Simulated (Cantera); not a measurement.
## Roasting and sulfation: FeS + H2S + CO2 + SO2

A closed system holds: 1 mol FeS, 0.083 mol H2S, 0.099 mol CO2, 0.12 mol SO2, held at 10.0 mbar.

Method: chemical equilibrium by Gibbs-energy minimisation in Cantera with the NASA 1993 tables (ideal gas, pure condensed phases). Candidate condensed phases: C, C6H6, C7H8, C8H18, Fe, Fe(CO)5, FeO, Fe(OH)2, Fe(OH)3, FeS, FeSO4, FeS2, Fe2O3, Fe2(SO4)3, Fe3O4, H2O, H2SO4, S; 127 gas species. FeS: taken at fixed stoichiometry. Gases not in the tables: S3 to S7. Kinetics and transport are ignored.

```json
[
 {"T (K)": "748", "x CO2": "0.534", "x H2O": "0.444", "x SO2": "0.0170", "x S2": "0.000509", "x H2S": "0.00384", "x CO": "6.50e-5", "x H2": "0.000336", "n FeS(s)": "0.574", "n FeS2(s)": "0.313", "n Fe3O4(s)": "0.0379"},
 {"T (K)": "798", "x CO2": "0.376", "x H2O": "0.310", "x SO2": "0.300", "x S2": "0.00888", "x H2S": "0.00430", "x CO": "6.23e-5", "x H2": "0.000220", "n FeS(s)": "0.882", "n FeS2(s)": "0.118", "n Fe3O4(s)": "0"},
 {"T (K)": "848", "x CO2": "0.333", "x H2O": "0.259", "x SO2": "0.274", "x S2": "0.110", "x H2S": "0.0202", "x CO": "0.000269", "x H2": "0.000647", "n FeS(s)": "0.951", "n FeS2(s)": "0.0488", "n Fe3O4(s)": "0"},
 {"T (K)": "898", "x CO2": "0.307", "x H2O": "0.235", "x SO2": "0.256", "x S2": "0.175", "x H2S": "0.0222", "x CO": "0.000647", "x H2": "0.00115", "n FeS(s)": "1.00", "n FeS2(s)": "0", "n Fe3O4(s)": "0"},
 {"T (K)": "948", "x CO2": "0.306", "x H2O": "0.237", "x SO2": "0.254", "x S2": "0.176", "x H2S": "0.0192", "x CO": "0.00133", "x H2": "0.00186", "n FeS(s)": "1.00", "n FeS2(s)": "0", "n Fe3O4(s)": "0"},
 {"T (K)": "998", "x CO2": "0.305", "x H2O": "0.238", "x SO2": "0.254", "x S2": "0.177", "x H2S": "0.0168", "x CO": "0.00253", "x H2": "0.00287", "n FeS(s)": "1.00", "n FeS2(s)": "0", "n Fe3O4(s)": "0"},
 {"T (K)": "1048", "x CO2": "0.302", "x H2O": "0.239", "x SO2": "0.254", "x S2": "0.178", "x H2S": "0.0147", "x CO": "0.00451", "x H2": "0.00423", "n FeS(s)": "1.00", "n FeS2(s)": "0", "n Fe3O4(s)": "0"},
 {"T (K)": "1098", "x CO2": "0.299", "x H2O": "0.238", "x SO2": "0.256", "x S2": "0.177", "x H2S": "0.0130", "x CO": "0.00756", "x H2": "0.00598", "n FeS(s)": "1.00", "n FeS2(s)": "0", "n Fe3O4(s)": "0"}
]
```
x: gas mole fraction; n: condensed amount in mol.

At 748 K the condensed part is FeS(s) + FeS2(s) + Fe3O4(s). From 798 K to 848 K the condensed part is FeS(s) + FeS2(s). From 898 K to 1098 K the condensed part is FeS(s).
